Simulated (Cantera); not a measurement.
Feed: 1 mol Na2CO3, 0.37 mol SO2, 0.19 mol CO2, 0.089 mol H2S, held at 750 Torr.

Equilibrium computed with Cantera from the NASA thermochemical tables; the gas is ideal and each condensed phase is pure. Candidate condensed phases: C, C6H6, C7H8, C8H18, H2O, H2SO4, Na, NaOH, NaO2, Na2CO3, Na2O, Na2O2, Na2S, Na2SO4, S; 131 gas species. Mutual solubility and eutectic melting of coexisting phases are not modelled. Gases not in the tables: S3 to S7. The numbers say what is thermodynamically allowed, not how fast it happens.

Question: Which condensed phases are stable at each of these points (T (K)): 850, 900, 950, 1000, 1050, 1100, 1150?

Answer: 
| T (K) | condensed phases | Na condensed (%) |
|---|---|---|
| 850 | Na2CO3(s) + Na2SO4(s) | 100.0 |
| 900 | Na2CO3(s) + Na2S(s) + Na2SO4(s) | 100.0 |
| 950 | Na2CO3(s) + Na2S(s) + Na2SO4(s) | 100.0 |
| 1000 | Na2CO3(s) + Na2S(s) + Na2SO4(s) | 100.0 |
| 1050 | Na2CO3(s) + Na2S(s) + Na2SO4(s) | 100.0 |
| 1100 | Na2CO3(s) + Na2S(s) + Na2SO4(s) | 100.0 |
| 1150 | Na2CO3(l) + Na2S(s) + Na2SO4(s) | 100.0 |

At 850 K the condensed part is Na2CO3(s) + Na2SO4(s). From 900 K to 1100 K the condensed part is Na2CO3(s) + Na2S(s) + Na2SO4(s). At 1150 K the condensed part is Na2CO3(l) + Na2S(s) + Na2SO4(s).
